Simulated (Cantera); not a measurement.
Cantera run, input and output.

```python
import numpy as np
import cantera as ct

surf = ct.Interface("ptcombust.yaml", "Pt_surf")
gas = surf.adjacent["gas"]
gas.TPX = 1298, 220000, {'CH4': 0.0021, 'O2': 0.17, 'N2': 0.79, 'H2O': 0.013}
surf.TP = 1298, 220000
reactor = ct.FlowReactor(gas, clone=False)
reactor.area = 0.0001  # m2
reactor.surface_area_to_volume_ratio = 380  # 1/m
reactor.mass_flow_rate = 0.24 * reactor.area * gas.density  # inlet velocity 0.24 m/s
reactor.energy_enabled = False
wall = ct.ReactorSurface(surf, reactor, clone=False)
net = ct.ReactorNet([reactor])
net.rtol, net.atol = 1e-8, 1e-16
show, cover = ['CH4', 'O2', 'H2O', 'CO2', 'CO'], ['PT(S)', 'H(S)', 'O(S)', 'OH(S)', 'CO(S)', 'C(S)']

rows = []
print(f"{'z/m':>9s}{'u/(m/s)':>9s}" + "".join(f"{s:>13s}" for s in show + cover))
for z in [6.1e-05, 0.0001, 0.00017, 0.00028, 0.00047, 0.00079, 0.0013, 0.0022, 0.0036, 0.0061]:
    net.advance(z)
    rows.append([reactor.speed, *gas[show].X, *surf[cover].coverages])
    print(f"{z:9.4g}{rows[-1][0]:9.3g}" + "".join(f"{x:13.4e}" for x in rows[-1][1:]))
```

Result:

```
      z/m  u/(m/s)          CH4           O2          H2O          CO2           CO        PT(S)         H(S)         O(S)        OH(S)        CO(S)         C(S)
  6.1e-05     0.24   2.0232e-03   1.7413e-01   1.3544e-02   9.1163e-05   3.8726e-06   4.2445e-01   5.5294e-06   5.7384e-01   1.7003e-03   2.1403e-06   4.0904e-08
   0.0001     0.24   1.9315e-03   1.7399e-01   1.3689e-02   1.5231e-04   4.6949e-06   4.2448e-01   5.5594e-06   5.7379e-01   1.7092e-03   2.1780e-06   3.9062e-08
  0.00017     0.24   1.7615e-03   1.7372e-01   1.3963e-02   2.6636e-04   6.6562e-06   4.2456e-01   5.6156e-06   5.7370e-01   1.7260e-03   2.3067e-06   3.5644e-08
  0.00028     0.24   1.4937e-03   1.7326e-01   1.4420e-02   4.6289e-04   1.0311e-05   4.2470e-01   5.7084e-06   5.7354e-01   1.7535e-03   2.5861e-06   3.0257e-08
  0.00047     0.24   1.0941e-03   1.7250e-01   1.5184e-02   8.2364e-04   1.1981e-05   4.2491e-01   5.8598e-06   5.7328e-01   1.7984e-03   2.4940e-06   2.2198e-08
  0.00079     0.24   6.5636e-04   1.7158e-01   1.6108e-02   1.2997e-03   8.0695e-06   4.2514e-01   6.0375e-06   5.7300e-01   1.8511e-03   1.6175e-06   1.3339e-08
   0.0013     0.24   3.0628e-04   1.7080e-01   1.6887e-02   1.7188e-03   3.8408e-06   4.2533e-01   6.1841e-06   5.7276e-01   1.8945e-03   7.6592e-07   6.2337e-09
   0.0022     0.24   8.3908e-05   1.7028e-01   1.7405e-02   2.0064e-03   1.1859e-06   4.2546e-01   6.2802e-06   5.7260e-01   1.9229e-03   2.2810e-07   1.7095e-09
   0.0036     0.24   1.1259e-05   1.7009e-01   1.7591e-02   2.1157e-03   2.3674e-07   4.2551e-01   6.3147e-06   5.7254e-01   1.9330e-03   4.1120e-08   2.2947e-10
   0.0061     0.24   3.0733e-07   1.7005e-01   1.7630e-02   2.1428e-03   2.9872e-08   4.2553e-01   6.3220e-06   5.7253e-01   1.9351e-03   4.2908e-09   6.2643e-12
```

Computed with Cantera and Deutschmann's 1995 Pt surface mechanism with GRI-Mech 3.0 gas chemistry. Catalytic surfaces can have several steady states; this one follows from the mechanism file's or the stated starting coverage. Mass transfer to the wall is taken as infinitely fast.
